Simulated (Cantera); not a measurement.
Mixture: CO : H2 : O2 : N2 : H2O = 1 : 0.045 : 0.645 : 2.43 : 0.7 (molar parts), equivalence ratio 0.81, at 1.00 bar, adiabatic and at constant volume. Ignition delay is the time to a rise of 400 K.

Model: GRI-Mech 3.0 (53 species, 325 reactions), integrated in Cantera.

What does this change do: pressure from 1.00 bar to 10.0 bar?


```tsv
quantity	before	after
delay at 975 K	17.2 ms	16.0 ms
delay at 1025 K	3.44 ms	5.19 ms
delay at 1075 K	0.890 ms	1.89 ms
delay at 1125 K	0.405 ms	0.756 ms
delay at 1175 K	0.245 ms	0.327 ms
delay at 1225 K	0.172 ms	0.152 ms
delay at 1275 K	0.131 ms	74.9 µs
apparent activation energy between 1175 and 1275 K	78 kJ/mol	180 kJ/mol
```
The hydrogen kinetics of GRI-Mech 3.0 are dated; newer H2 mechanisms differ, most at raised pressure.
